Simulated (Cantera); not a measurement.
A closed system holds: 1 mol Si3N4, 0.8 mol CO2, 2 mol N2, equilibrated at 1 atm.

Cantera equilibrium calculation (NASA polynomials, part measured and part estimated; ideal gas, pure solids and liquids). Candidate condensed phases: C, Si, SiC, SiO2, Si2N2O, Si3N4; 34 gas species. Mutual solubility and eutectic melting of coexisting phases are not modelled. Equilibrium is a limit: real reactors are often held back by kinetics, nucleation or transport.

x: gas mole fraction; n: condensed amount in mol.

| T (K) | x N2 | x CO | x SiO | x CO2 | x C2N2 | x Si | x SiN | n C(graphite) | n Si2N2O(s) | n SiC(s) |
|---|---|---|---|---|---|---|---|---|---|---|
| 1425 | 0.962 | 0.0385 | 1.14e-7 | 2.00e-6 | 8.90e-10 | <1e-12 | <1e-12 | 0.700 | 1.50 | 0 |
| 1475 | 0.962 | 0.0385 | 3.73e-7 | 1.25e-6 | 2.18e-9 | <1e-12 | <1e-12 | 0.700 | 1.50 | 0 |
| 1525 | 0.962 | 0.0385 | 1.13e-6 | 8.01e-7 | 5.02e-9 | 2.02e-12 | 2.31e-12 | 0.700 | 1.50 | 0 |
| 1575 | 0.962 | 0.0385 | 3.18e-6 | 5.30e-7 | 1.10e-8 | 1.71e-11 | 1.60e-11 | 0.700 | 1.50 | 0 |
| 1625 | 0.962 | 0.0385 | [?] | [?] | [?] | [?] | 9.79e-11 | 0.700 | 1.50 | 0 |
| 1675 | 0.962 | 0.0384 | [?] | [?] | [?] | [?] | 5.38e-10 | 0.700 | 1.50 | 0 |
| 1725 | 0.962 | 0.0384 | 4.89e-5 | 1.79e-7 | 8.76e-8 | 4.84e-9 | 2.67e-9 | 0.700 | 1.50 | 0 |
| 1775 | 0.961 | 0.0384 | 0.000109 | 1.30e-7 | 1.62e-7 | 2.57e-8 | 1.21e-8 | 0.700 | 1.50 | 0 |
| 1825 | 0.960 | 0.0402 | 0.000240 | 1.05e-7 | 2.88e-7 | 1.21e-7 | 4.91e-8 | 0.684 | 1.49 | 0.0106 |
| 1875 | 0.891 | 0.108 | 0.000872 | 6.26e-7 | 3.93e-7 | 3.25e-7 | 1.11e-7 | 0 | 1.26 | 0.468 |

Question: Some entries are withheld; supply them.

Answer: 
- 1675, x SiO: 2.08e-5
- 1675, x CO2: 2.51e-7
- 1675, x C2N2: 4.57e-8
- 1675, x Si: 8.27e-10
- 1625, x SiO: 8.38e-6
- 1625, x CO2: 3.61e-7
- 1625, x C2N2: 2.29e-8
- 1625, x Si: 1.26e-10
